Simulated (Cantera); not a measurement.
Thermodynamics of metals in furnace atmospheres, feed Cu + CO + N₂

Charge: 1 mol Cu, 9.1 mol CO, 130 mol N₂, equilibrated at 1623.15 K.

Cantera equilibrium calculation (NASA polynomials, part measured and part estimated; ideal gas, pure solids and liquids). Candidate condensed phases: C, Cu, CuO, Cu₂O; 27 gas species. Equilibrium is a limit: real reactors are often held back by kinetics, nucleation or transport.

| P (Pa) | x N₂ | x CO | x Cu | x CO₂ | x Cu₂ | n Cu(l) | n C(graphite) |
|---|---|---|---|---|---|---|---|
| 10 | 0.928 | 0.0650 | 0.00714 | 3.60e-9 | 7.44e-8 | 0 | 0 |
| 82 | 0.928 | 0.0650 | 0.00714 | 6.45e-9 | 6.10e-7 | 0 | 0 |
| 670 | 0.928 | 0.0650 | 0.00713 | 1.54e-8 | 4.97e-6 | 0 | 0 |
| 5500 | 0.934 | 0.0654 | 0.00101 | 5.73e-8 | 8.23e-7 | 0.859 | 0 |
| 45000 | 0.934 | 0.0654 | 0.000124 | 4.70e-7 | 1.01e-7 | 0.983 | 0 |
| 370000 | 0.935 | 0.0654 | 1.50e-5 | 3.86e-6 | 1.22e-8 | 0.998 | 0 |
| 3000000 | 0.935 | 0.0654 | 1.86e-6 | 3.13e-5 | 1.51e-9 | 1.000 | 0.00434 |
x: gas mole fraction; n: condensed amount in mol.

From 0.0750 Torr to 5.03 Torr nothing is condensed. From 41.3 Torr to 2780 Torr the condensed part is Cu(l). At 22500 Torr the condensed part is C(graphite) + Cu(l). The main Cu-bearing gas is Cu throughout.
